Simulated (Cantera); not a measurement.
An isothermal, constant-pressure homogeneous reactor starts with CH₄ : O₂ : N₂ = 0.017 : 0.008 : 1 (molar parts), at 1400 K and 555 Torr. Integrator tolerance rtol = 1e-08.

Cantera simulation using GRI-Mech 3.0 (53 species, 325 reactions); the numbers are that mechanism's predictions, not measurements.

Task: What does this change do: O2 0.008 to 0.0014 parts?

Result: 
```json
[
 {"quantity": "x(CH₄) at 200 s", "before": "0.00108 (gas-phase equilibrium 2.37e-5)", "after": "0.000994 (gas-phase equilibrium 0.000222)"},
 {"quantity": "x(O₂) at 200 s", "before": "<1e-12 (gas-phase equilibrium <1e-12)", "after": "<1e-12 (gas-phase equilibrium <1e-12)"},
 {"quantity": "x(CO) at 200 s", "before": "0.00709 (gas-phase equilibrium 0.0152)", "after": "0.00153 (gas-phase equilibrium 0.00270)"},
 {"quantity": "x(OH) at 200 s", "before": "4.97e-9 (gas-phase equilibrium <1e-12)", "after": "8.19e-10 (gas-phase equilibrium <1e-12)"},
 {"quantity": "x(C₂H) at 200 s", "before": "1.37e-10 (gas-phase equilibrium <1e-12)", "after": "2.47e-10 (gas-phase equilibrium 2.54e-11)"}
]
```
GRI-Mech 3.0 stops at C3 and has no aromatics, soot or wall deposition, so with more carbon than oxygen in the feed, carbon stays in small species such as C2H2 where larger ones or solid carbon would form.
